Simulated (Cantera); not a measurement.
A perfectly stirred reactor is fed with 3.27 % CH4, 0.490 % C2H6, 0.327 % C3H8, 20.2 % O2, 75.8 % N2, equivalence ratio 0.49, at 45000 Pa; it is adiabatic with a 500 K inlet, and is followed from long to short residence time, starting on the burning branch (τ in s: 0.083, 0.033, 0.013, 0.0053, 0.0021, 0.00084, 0.00034, 0.00013, 5.4e-05, 2.1e-05, 8.5e-06).

Detailed kinetics in Cantera: GRI-Mech 3.0 (53 species, 325 reactions).

Task: Predict: blow-out, bracketed by the residence times tried; x(CH4) at τ = 83.0 ms; x(C2H6) at τ = 83.0 ms; x(C3H8) at τ = 83.0 ms; x(NO2) at τ = 83.0 ms; x(H2) at τ = 83.0 ms; x(CH4) at τ = 0.840 ms; x(C2H6) at τ = 0.840 ms; x(C3H8) at τ = 0.840 ms; x(H2) at τ = 0.840 ms.

Result: 
```json
{
 "blow_out_bracketed_by_the_residence_times_tried": "burning at 0.840 ms, out at 0.340 ms",
 "x(CH4) at τ = 83.0 ms": "1.41e-5",
 "x(C2H6) at τ = 83.0 ms": "5.52e-7",
 "x(C3H8) at τ = 83.0 ms": "3.79e-7",
 "x(NO2) at τ = 83.0 ms": "6.63e-9",
 "x(H2) at τ = 83.0 ms": "0.000165",
 "x(CH4) at τ = 0.840 ms": "0.000489",
 "x(C2H6) at τ = 0.840 ms": "1.75e-5",
 "x(C3H8) at τ = 0.840 ms": "1.08e-5",
 "x(H2) at τ = 0.840 ms": "0.00207"
}
```
